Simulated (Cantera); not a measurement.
Feed: 1 mol FeS, 4.5 mol O2, 0.16 mol CO2, equilibrated at 973.15 K and 40000 Pa.

Equilibrium computed with Cantera from the NASA thermochemical tables; the gas is ideal and each condensed phase is pure. Candidate condensed phases: C, Fe, Fe(CO)5, FeO, FeS, FeSO4, FeS2, Fe2O3, Fe2(SO4)3, Fe3O4, S; 25 gas species. The numbers say what is thermodynamically allowed, not how fast it happens.

Base state: O2 0.680, SO3 0.156, SO2 0.120, CO2 0.0441 (mole fractions); condensed: Fe2O3(s).

### Question
What changes in the equilibrium state with this change: temperature from 973.15 K to 1173.15 K?

### Answer
| species | before | after |
|---|---|---|
| O2 | 0.680 | 0.698 |
| SO2 | 0.120 | 0.223 |
| CO2 | 0.0441 | 0.0417 |
| SO3 | 0.156 | 0.0378 |
| Fe2O3(s), mol | 0.500 | 0.500 |

### Question
What changes in the equilibrium state with this change: pressure from 40000 Pa to 100000 Pa?

### Answer
```
species            before   after
-----------------  ------  ------
O2                  0.680   0.693
SO3                 0.156   0.176
SO2                 0.120  0.0848
CO2                0.0441  0.0462
Fe2O3(s), mol       0.500   0.468
Fe2(SO4)3(s), mol       0  0.0323
```
